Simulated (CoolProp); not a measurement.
2000 sccm (0 °C, 1 atm) of nitrogen bubbles through liquid R113 at 292.2 K and leaves saturated at a total pressure of 0.0935 MPa (ideal gas phase). Each further row changes one setting.

The numbers come from the reference Helmholtz-energy equation of state, Marx 1992 in CoolProp.

| case | vapour pressure (kPa) | mole fraction of vapour | delivery (mg/min) | delivery (sccm) | change of delivery for a bath 1 K warmer (%) |
|---|---|---|---|---|---|
| as stated | 35.3 | ___ | ___ | ___ | ___ |
| bath temperature 297.2 K | 43.2 | 0.462 | 14300 | 1720 | 7.8 |
| total pressure 0.187 MPa | 35.3 | 0.189 | ___ | 465 | ___ |

Complete the blanks.


- as stated, mole fraction of vapour: 0.377
- as stated, delivery (mg/min): 10100
- as stated, delivery (sccm): 1210
- as stated, change of delivery for a bath 1 K warmer (%): 6.9
- total pressure 0.187 MPa, delivery (mg/min): 3890
- total pressure 0.187 MPa, change of delivery for a bath 1 K warmer (%): 5.2
